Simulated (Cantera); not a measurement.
## FeCl₃ + H₂ (halide evaporation, hydrolysis and transport)

Charge: 1 mol FeCl₃, 16 mol H₂, held at 3.40 mbar.

Cantera equilibrium calculation (NASA polynomials, part measured and part estimated; ideal gas, pure solids and liquids). Candidate condensed phases: Fe, FeCl₂, FeCl₃; 11 gas species. Kinetics and transport are ignored.

```tsv
T (°C)	log p H₂	log p HCl	log p FeCl₂	log p Fe	log p H	log p Cl	n Fe(γ)	n Fe(δ)
1225	-2.54	-3.33	-4.24	-6.84	-6.04	-6.92	0.705	0
1250	-2.54	-3.33	-4.23	-6.61	-5.91	-6.79	0.696	0
1275	-2.54	-3.34	-4.22	-6.39	-5.78	-6.67	0.687	0
1300	-2.54	-3.34	-4.21	-6.18	-5.66	-6.56	0.677	0
1325	-2.54	-3.34	-4.20	-5.98	-5.54	-6.45	0.667	0
1350	-2.54	-3.35	-4.19	-5.78	-5.43	-6.34	0.656	0
1375	-2.54	-3.35	-4.18	-5.58	-5.32	-6.23	0.644	0
1400	-2.54	-3.35	-4.17	-5.40	-5.21	-6.13	0	0.629
1425	-2.54	-3.35	-4.16	-5.22	-5.11	-6.03	0	0.612
1450	-2.54	-3.36	-4.15	-5.04	-5.01	-5.94	0	0.589
1475	-2.54	-3.36	-4.15	-4.87	-4.91	-5.84	0	0.560
1500	-2.54	-3.37	-4.14	-4.70	-4.82	-5.75	0	0.521
1525	-2.55	-3.37	-4.13	-4.54	-4.73	-5.67	0	0.468
```
log p: log10 of the partial pressure in bar; n: condensed amount in mol.

From 1225 °C to 1375 °C the condensed part is Fe(γ). From 1400 °C to 1525 °C the condensed part is Fe(δ). The main Fe-bearing gas is FeCl₂ throughout. The share of Fe in condensed phases is highest at 1225 °C (70.5 %) and lowest at 1525 °C (46.8 %).
